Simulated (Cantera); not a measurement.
Charge: 1 mol SO2, 0.047 mol O2, 5.9 mol N2, held at 1948 K and 1.00 bar.

Equilibrium computed with Cantera from the NASA thermochemical tables; the gas is ideal and each condensed phase is pure. Candidate condensed phases: S; 17 gas species. Kinetics and transport are ignored.

Base state: N2 0.849, SO2 0.144, O2 0.00620, NO 0.00118, SO 0.000167, SO3 7.39e-5, O 3.50e-5 (mole fractions); condensed: gas only.

What changes in the equilibrium state with this change: O2 from 0.047 to 1.6 mol?


```
species    before     after
-------  --------  --------
N2          0.849     0.691
O2        0.00620     0.185
SO2         0.144     0.117
NO2       3.85e-7   1.04e-5
SO       0.000167   2.50e-5
O         3.50e-5  0.000191
```

What changes in the equilibrium state with this change: 0.61 mol CH4 added?


| species | before | after |
|---|---|---|
| N2 | 0.849 | 0.707 |
| H2O | 0 | 0.0950 |
| CO | 0 | 0.0489 |
| SO2 | 0.144 | 0.0262 |
| H2 | 0 | 0.0439 |
| S2 | <1e-9 | 0.0387 |
| CO2 | 0 | 0.0240 |
| H2S | 0 | 0.00590 |
| SH | 0 | 0.00262 |
| H | 0 | 0.000237 |
| COS | 0 | 0.000236 |
| S2O | 2.91e-9 | 0.000655 |
Further candidate phases: C, C6H6, C7H8, C8H18, H2O, H2SO4.

What changes in the equilibrium state with this change: temperature from 1948 K to 2323.15 K?


| species | before | after |
|---|---|---|
| N2 | 0.849 | 0.846 |
| SO2 | 0.144 | 0.140 |
| O2 | 0.00620 | 0.00661 |
| SO | 0.000167 | 0.00319 |
| S | 6.76e-8 | 1.99e-5 |
| O | 3.50e-5 | 0.000461 |
| NO | 0.00118 | 0.00303 |
